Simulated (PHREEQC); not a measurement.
Leach liquor: an equilibrium model

Solution (25 °C): 0.036 mol/kgw HCl, 3.5e-05 mol/kgw LiCl and 0.086 mol/kgw Na2SO4. Closed to the air; pH follows from the charge balance.

Computed with PHREEQC (ion-association model, phreeqc.dat).

No solid was allowed to form.

What pH, density, specific conductance does the model give?

pH 1.95; density 1.008 g/cm³; specific conductance 18400 µS/cm.

In which forms is S present?

SO4-2 61 %, HSO4- 25 %, NaSO4- 14 % of the S.
